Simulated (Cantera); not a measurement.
Charge: 1 mol PbO, 1.4 mol O2, 0.14 mol N2, at 0.0133 bar.

Equilibrium computed with Cantera from the NASA thermochemical tables; the gas is ideal and each condensed phase is pure. Candidate condensed phases: Pb, PbO, PbO2, Pb3O4; 12 gas species. Gases not in the tables: (PbO)n polymers. Equilibrium is a limit: real reactors are often held back by kinetics, nucleation or transport.

Which condensed phases are stable at each of these points (T (K)): 923, 973, 1023, 1073, 1123, 1173, 1223, 1273, 1323?


| T (K) | condensed phases | Pb condensed (%) |
|---|---|---|
| 923 | PbO(yellow) | 100.0 |
| 973 | PbO(yellow) | 100.0 |
| 1023 | PbO(yellow) | 100.0 |
| 1073 | PbO(yellow) | 100.0 |
| 1123 | PbO(yellow) | 99.9 |
| 1173 | PbO(l) | 99.6 |
| 1223 | PbO(l) | 98.7 |
| 1273 | PbO(l) | 96.7 |
| 1323 | PbO(l) | 91.8 |

From 923 K to 1123 K the condensed part is PbO(yellow). From 1173 K to 1323 K the condensed part is PbO(l).
